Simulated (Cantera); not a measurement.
A closed system holds: 1 mol CaCl2, 28 mol H2, at 64.5 Torr.

These are equilibrium values from Cantera (NASA tables, ideal gas, pure condensed phases), not measurements of a reactor. Candidate condensed phases: Ca, CaCl2; 9 gas species. Rates play no part.

x: gas mole fraction; n: condensed amount in mol.

```csv
T (K),x H2,x CaCl2,x HCl,x CaCl,x H,x Ca,x Cl,n CaCl2(s),n CaCl2(l)
975,1.00,9.75e-8,___,5.59e-10,3.90e-9,1.84e-9,<1e-12,1.000,0
1025,1.000,6.37e-7,___,3.83e-9,1.49e-8,8.22e-9,<1e-12,1.000,0
1075,1.000,3.16e-6,___,2.04e-8,5.00e-8,3.06e-8,<1e-12,0,1.000
1125,1.000,1.27e-5,___,8.90e-8,1.52e-7,9.79e-8,<1e-12,0,1.000
1175,1.000,4.51e-5,___,3.38e-7,4.18e-7,2.79e-7,<1e-12,0,0.999
1225,1.000,0.000143,___,1.13e-6,1.06e-6,7.20e-7,2.36e-12,0,0.996
1275,1.000,0.000410,___,3.43e-6,2.51e-6,1.70e-6,1.46e-11,0,0.988
1325,0.999,0.00108,___,9.42e-6,5.57e-6,3.71e-6,7.88e-11,0,0.969
1375,0.997,0.00263,___,2.38e-5,1.17e-5,7.58e-6,3.78e-10,0,0.925
1425,0.994,0.00598,___,5.60e-5,2.32e-5,1.46e-5,1.63e-9,0,0.830
```

Task: Some entries are withheld; supply them.

Result: 
- 975, x HCl: 4.23e-9
- 1025, x HCl: 2.03e-8
- 1075, x HCl: 8.16e-8
- 1125, x HCl: 2.85e-7
- 1175, x HCl: 8.96e-7
- 1225, x HCl: 2.57e-6
- 1275, x HCl: 6.83e-6
- 1325, x HCl: 1.69e-5
- 1375, x HCl: 3.90e-5
- 1425, x HCl: 8.51e-5
